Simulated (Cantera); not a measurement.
An isothermal, constant-pressure homogeneous reactor starts with 1.47 % CH4, 98.5 % H2, at 1725 K and 0.000700 bar.

Model: GRI-Mech 3.0 (53 species, 325 reactions), integrated in Cantera. GRI-Mech 3.0 stops at C3 and has no aromatics, soot or wall deposition, so with more carbon than oxygen in the feed, carbon stays in small species such as C2H2 where larger ones or solid carbon would form. Radical loss at walls, strong at low pressure, is not modelled.

x: mole fraction; the columns are a selection and need not sum to one.

```csv
t (s),x CH4,x H2,x C2H4,x C2H6,x C2H
7.00e-6,0.0147,0.985,<1e-12,<1e-12,<1e-12
3.56e-5,0.0147,0.985,<1e-12,<1e-12,<1e-12
0.000181,0.0147,0.985,<1e-12,<1e-12,<1e-12
0.000917,0.0147,0.985,<1e-12,<1e-12,<1e-12
0.00466,0.0147,0.985,2.65e-12,<1e-12,<1e-12
0.0237,0.0147,0.985,2.82e-10,2.93e-11,<1e-12
0.120,0.0147,0.985,3.26e-8,1.06e-9,<1e-12
0.611,0.0146,0.985,2.30e-6,2.45e-8,4.27e-12
3.10,0.0134,0.984,1.86e-5,2.39e-7,___
15.8,0.00465,0.987,4.70e-6,6.18e-8,___
80.0,0.000492,0.988,3.23e-7,1.03e-9,___
```

What belongs in the gaps?


- 3.10, x C2H: 4.06e-9
- 15.8, x C2H: 8.82e-8
- 80.0, x C2H: 2.01e-7
